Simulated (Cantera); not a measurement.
Transport properties of process gases

Gas mixture: 100 % C2H4, at 0.0370 bar, frozen composition.

Cantera's kinetic-theory transport with the Lennard-Jones parameters of GRI-Mech 3.0, ideal gas; thermal conductivity in the mixture-averaged form.

| T (K) | ρ (kg/m³) | cp (J/kg/K) | μ (µPa s) | λ (mW/m/K) | Pr | D (cm²/s) H2O | D (cm²/s) CO2 | D (cm²/s) CH3 |
|---|---|---|---|---|---|---|---|---|
| 400 | 0.0312 | 1877 | 13.3 | 33.6 | 0.745 | 7.89 | 5.53 | 8.00 |
| 500 | 0.0250 | 2220 | 16.3 | 48.6 | 0.747 | 12.3 | 8.41 | 12.0 |
| 600 | 0.0208 | 2529 | 19.1 | 64.4 | 0.750 | 17.4 | 11.8 | 16.6 |
| 700 | 0.0178 | 2785 | 21.7 | 80.4 | 0.750 | 23.3 | 15.5 | 21.8 |
| 800 | 0.0156 | 2991 | 24.1 | 96.4 | 0.746 | 29.9 | 19.7 | 27.5 |
| 900 | 0.0139 | 3167 | 26.3 | 112 | 0.743 | 37.1 | 24.2 | 33.7 |
| 1000 | 0.0125 | 3354 | 28.5 | 128 | 0.748 | 44.9 | 29.1 | 40.4 |
D: mixture-averaged diffusion coefficient of that species in the mixture.
